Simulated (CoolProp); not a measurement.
Properties of ammonia along the isotherm 310.7 K (Tc = 405.6 K, pc = 113.6 bar, ω = 0.256).

Model: reference Helmholtz-energy equation of state, Gao 2020, in CoolProp.

```
p (bar)   phase        Z  Joule-Thomson coefficient (K/MPa)  expansivity (1/kK)  viscosity (µPa s)  conductivity (mW/(m K))  fugacity coefficient
-------  ------  -------  ---------------------------------  ------------------  -----------------  -----------------------  --------------------
3.16        gas   0.9716                              23.91               3.599               10.5                     26.4                0.9724
5.34        gas   0.9510                              23.54               3.909               10.5                     26.6                0.9533
9.01        gas   0.9142                                ___               4.552               10.4                     27.1                0.9212
15.2     liquid  0.01717                           -0.04410               2.812                117                      451                0.8340
25.7     liquid  0.02897                           -0.04826               2.775                118                      453                0.4991
43.3     liquid  0.04865                           -0.05487               2.715                ___                      456                0.3022
73.1     liquid  0.08169                           -0.06519               2.623                ___                      462                0.1851
123      liquid   0.1363                           -0.08041               2.488                125                      472                0.1163
208      liquid   0.2275                            -0.1018               2.301                ___                      487               0.07550
351      liquid   0.3766                            -0.1289               2.064                141                      ___               0.05223
593      liquid   0.6196                            -0.1599               1.791                155                      545               0.03994
1000     liquid    1.009                            -0.1911               1.507                177                      597               0.03596
```

Task: Complete the blanks.

Result: 
- 9.01, Joule-Thomson coefficient (K/MPa): 22.93
- 43.3, viscosity (µPa s): 119
- 73.1, viscosity (µPa s): 121
- 208, viscosity (µPa s): 131
- 351, conductivity (mW/(m K)): 510

Viscosity comes from a separate model (Fenghour 1995). Thermal conductivity comes from a separate model (Tufeu 1984).
